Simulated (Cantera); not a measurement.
A closed system holds: 1 mol Pb, 1 mol N2, held at 1000 Pa.

Method: chemical equilibrium by Gibbs-energy minimisation in Cantera with the NASA 1993 tables (ideal gas, pure condensed phases). Candidate condensed phases: Pb; 4 gas species. Rates play no part.

x: gas mole fraction; n: condensed amount in mol.

```json
[
 {"T (K)": "573", "x N2": "1.00", "x Pb": "[?]", "x Pb2": "<1e-12", "n Pb(s)": "1.00", "n Pb(l)": "0"},
 {"T (K)": "623", "x N2": "1.00", "x Pb": "[?]", "x Pb2": "<1e-12", "n Pb(s)": "0", "n Pb(l)": "1.00"},
 {"T (K)": "673", "x N2": "1.00", "x Pb": "[?]", "x Pb2": "<1e-12", "n Pb(s)": "0", "n Pb(l)": "1.00"},
 {"T (K)": "723", "x N2": "1.00", "x Pb": "[?]", "x Pb2": "<1e-12", "n Pb(s)": "0", "n Pb(l)": "1.00"},
 {"T (K)": "773", "x N2": "1.000", "x Pb": "[?]", "x Pb2": "<1e-12", "n Pb(s)": "0", "n Pb(l)": "1.000"},
 {"T (K)": "823", "x N2": "1.000", "x Pb": "[?]", "x Pb2": "1.65e-12", "n Pb(s)": "0", "n Pb(l)": "1.000"},
 {"T (K)": "873", "x N2": "1.000", "x Pb": "[?]", "x Pb2": "2.25e-11", "n Pb(s)": "0", "n Pb(l)": "1.000"},
 {"T (K)": "923", "x N2": "1.000", "x Pb": "[?]", "x Pb2": "2.28e-10", "n Pb(s)": "0", "n Pb(l)": "1.000"},
 {"T (K)": "973", "x N2": "0.999", "x Pb": "[?]", "x Pb2": "1.82e-9", "n Pb(s)": "0", "n Pb(l)": "0.999"},
 {"T (K)": "1023", "x N2": "0.997", "x Pb": "[?]", "x Pb2": "1.17e-8", "n Pb(s)": "0", "n Pb(l)": "0.997"}
]
```

Task: Fill in the missing entries.

Result: 
- 573, x Pb: 8.33e-11
- 623, x Pb: 2.08e-9
- 673, x Pb: 3.06e-8
- 723, x Pb: 3.10e-7
- 773, x Pb: 2.31e-6
- 823, x Pb: 1.34e-5
- 873, x Pb: 6.36e-5
- 923, x Pb: 0.000254
- 973, x Pb: 0.000875
- 1023, x Pb: 0.00267
